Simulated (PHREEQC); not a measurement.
Dissolve 2.7 mmol/kgw KHCO3 and 15 mmol/kgw Na2CO3 at 25 °C. Closed to the air; pH follows from the charge balance.

Model: Pitzer model, pitzer.dat, run in PHREEQC.

```csv
quantity,before,after
pH,10.69,11.43
ionic strength (mol/kgw),0.0471,0.0471
CO3-2 (mol/kgw),0.0144,0.0144
HCO3- (mol/kgw),0.00330,0.000604
CO2 (mol/kgw),1.32e-7,4.39e-9
```

Problem. What was changed between the two runs?
A. KHCO3 from 0.0027 to 0.0054 mol/kgw
B. Na2CO3 from 0.015 to 0.0075 mol/kgw
C. Na2CO3 left out
D. KHCO3 replaced by KOH at the same molality
E. KHCO3 from 0.0027 to 0.00135 mol/kgw

Solution. D, KHCO3 replaced by KOH at the same molality

This is a speciation only: nothing precipitates in the calculation.
